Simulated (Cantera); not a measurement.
Standard-state values (1 bar) from the NASA 1993 polynomials, evaluated with Cantera. Values are per mole of reaction as written; species without (g) are pure solids or liquids, kept so even where they would boil at 1 bar.

1.333 B + O₂(g) ⇌ 0.6667 B₂O₃(g)

```csv
T (K),ΔH° (kJ),ΔS° (J/K),ΔG° (kJ),log10 K,condensed phases
975,-559.3,-26.7,-533.3,28.57,B(s)
1175,-560.2,-27.5,-527.9,23.47,B(s)
1375,-561.2,-28.3,-522.3,19.84,B(s)
1575,…,…,…,…,B(s)
1775,-563.5,-29.8,-510.7,15.03,B(s)
1975,-564.9,-30.5,-504.7,13.35,B(s)
2175,-566.5,-31.3,-498.5,11.97,B(s)
2375,…,…,…,…,B(l)
2575,-637.4,-61.4,-479.3,9.72,B(l)
2775,-639.6,-62.2,-466.9,8.79,B(l)
2975,-641.8,-63.0,-454.4,7.98,B(l)
```

Problem. Fill in the missing entries.

Solution. 
- 1575, ΔH° (kJ): -562.3
- 1575, ΔS° (J/K): -29.0
- 1575, ΔG° (kJ): -516.6
- 1575, log10 K: 17.13
- 2375, ΔH° (kJ): -635.2
- 2375, ΔS° (J/K): -60.5
- 2375, ΔG° (kJ): -491.4
- 2375, log10 K: 10.81
